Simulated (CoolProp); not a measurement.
A closed Brayton cycle with carbon dioxide: compressor inlet 329.15 K and 8.3 MPa, high pressure 21.5 MPa, turbine inlet 780 K, compressor efficiency 0.89, turbine efficiency 0.93, recuperator effectiveness 0 (on enthalpy, no pinch check). Each further row changes one setting.

Computed with CoolProp (reference Helmholtz-energy equation of state, Span 1996).

```
case                           thermal efficiency (%)  net work (kJ/kg)  compressor to turbine work  compressor exit (K)  turbine exit (K)
-----------------------------  ----------------------  ----------------  --------------------------  -------------------  ----------------
as stated                                        14.9              72.5                        0.40                410.0             666.6
turbine inlet 730 K                              14.9              63.5                  (withheld)                410.0        (withheld)
compressor inlet 339.15 K                        14.6              67.1                        0.45                424.7             666.6
high pressure 18.3 MPa                           12.6              63.0                  (withheld)           (withheld)             685.3
recuperator effectiveness 0.5                    21.4              72.5                        0.40                410.0             666.6
```

Q: Complete the blanks.

A: 
- turbine inlet 730 K, compressor to turbine work: 0.43
- turbine inlet 730 K, turbine exit (K): 620.8
- high pressure 18.3 MPa, compressor to turbine work: 0.38
- high pressure 18.3 MPa, compressor exit (K): 396.0
